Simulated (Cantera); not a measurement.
Cantera run:

```python
import numpy as np
import cantera as ct

gas_names = """
    O2 H2O
""".split()
cond_names = """
    Ba(L) BaO(s) BaO2H2(L)
""".split()


def load(file, names, dense=False):
    # The tables refer to 1 bar. Condensed volumes are neglected.
    table = {s.name: s for s in ct.Species.list_from_file(file)}
    out = []
    for n in names:
        d = dict(table[n].input_data)
        d["thermo"] = dict(d["thermo"], **{"reference-pressure": 1e5})
        if dense:
            d["equation-of-state"] = {"model": "constant-volume", "density": "1e6 g/cm^3"}
        out.append(ct.Species.from_dict(d))
    return out


species = {s.name: s for s in load("nasa_gas.yaml", gas_names) + load("nasa_condensed.yaml", cond_names)}
T = 1400
g = {n: (s.thermo.h(T) - T * s.thermo.s(T)) / (ct.gas_constant * T * np.log(10)) for n, s in species.items()}
valid = cond_names  # the entries whose range holds T


def stable(la, lb):
    # potentials (over RT ln 10) of the two non-metals from log10 p(O2) and log10 p(H2O) in bar
    mu = {}
    mu["O"] = (g["O2"] + la) / 2
    mu["H"] = (g["H2O"] + lb - 1 * mu["O"]) / 2
    cost = {}
    for n in valid:
        c = species[n].composition
        cost[n] = (g[n] - sum(c.get(e, 0) * m for e, m in mu.items())) / c["Ba"]
    return min(cost, key=cost.get)


results = []
for lb in [1, -0.6, -2.1, -3.7, -5.2, -6.8, -8.3, -9.9, -11.4, -13]:
    row = [stable(la, lb) for la in [-24, -22.7, -21.4, -20.1, -18.7, -17.4, -16.1, -14.8, -13.5, -12.2, -10.8, -9.5, -8.2, -6.9, -5.6, -4.3, -2.9, -1.6, -0.3, 1]]
    results.append(row)
    print(f"{lb:6.1f}  " + " ".join(f"{valid.index(n):x}" for n in row))
print("key: " + ", ".join(f"{i:x} {n}" for i, n in enumerate(valid)))
```

Output:

```
   1.0  2 2 2 2 2 2 2 2 2 2 2 2 2 2 2 2 2 2 2 2
  -0.6  1 1 1 1 1 1 1 1 1 1 1 1 1 1 1 1 1 1 1 1
  -2.1  1 1 1 1 1 1 1 1 1 1 1 1 1 1 1 1 1 1 1 1
  -3.7  1 1 1 1 1 1 1 1 1 1 1 1 1 1 1 1 1 1 1 1
  -5.2  1 1 1 1 1 1 1 1 1 1 1 1 1 1 1 1 1 1 1 1
  -6.8  1 1 1 1 1 1 1 1 1 1 1 1 1 1 1 1 1 1 1 1
  -8.3  1 1 1 1 1 1 1 1 1 1 1 1 1 1 1 1 1 1 1 1
  -9.9  1 1 1 1 1 1 1 1 1 1 1 1 1 1 1 1 1 1 1 1
 -11.4  1 1 1 1 1 1 1 1 1 1 1 1 1 1 1 1 1 1 1 1
 -13.0  1 1 1 1 1 1 1 1 1 1 1 1 1 1 1 1 1 1 1 1
key: 0 Ba(L), 1 BaO(s), 2 BaO2H2(L)
```

Source: NASA polynomial tables (part measured, part estimated), evaluated in Cantera. Not in the tables: the peroxide. Part of the grid cannot be reached: there another gas would pass 10 bar, or a non-metal would condense.
